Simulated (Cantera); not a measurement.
Cantera with NASA thermochemical tables; ideal gases at 1 bar, condensed phases pure. Values are per mole of reaction as written; species without (g) are pure solids or liquids, kept so even where they would boil at 1 bar.

10 CO2(g) + 5 H2(g) + 8 Ta = 4 Ta2O5 + 5 C2H2(g)

```csv
T (K),ΔH° (kJ),ΔS° (J/K),ΔG° (kJ),log10 K,condensed phases
300,-3107.8,-1545.5,-2644.2,460.38,"Ta(s), Ta2O5(s)"
573,-3085.6,-1495.2,-2228.9,203.18,"Ta(s), Ta2O5(s)"
773,-3060.9,-1458.4,-1933.6,130.66,"Ta(s), Ta2O5(s)"
973,[?],[?],[?],[?],"Ta(s), Ta2O5(s)"
1173,[?],[?],[?],[?],"Ta(s), Ta2O5(s)"
1373,-2968.7,-1371.0,-1086.2,41.32,"Ta(s), Ta2O5(s)"
1573,-2934.9,-1348.0,-814.4,27.04,"Ta(s), Ta2O5(s)"
1773,-2900.4,-1327.4,-546.9,16.11,"Ta(s), Ta2O5(s)"
1973,-2865.7,-1308.9,-283.3,7.50,"Ta(s), Ta2O5(s)"
2173,-2330.8,-1049.3,-50.6,1.22,"Ta(s), Ta2O5(l)"
2373,-2263.2,-1019.6,156.2,-3.44,"Ta(s), Ta2O5(l)"
2573,-2198.1,-993.2,357.5,-7.26,"Ta(s), Ta2O5(l)"
```

Task: Fill in the missing entries.

Result: 
- 973, ΔH° (kJ): -3032.7
- 973, ΔS° (J/K): -1426.0
- 973, ΔG° (kJ): -1645.2
- 973, log10 K: 88.32
- 1173, ΔH° (kJ): -3001.4
- 1173, ΔS° (J/K): -1396.8
- 1173, ΔG° (kJ): -1363.0
- 1173, log10 K: 60.69
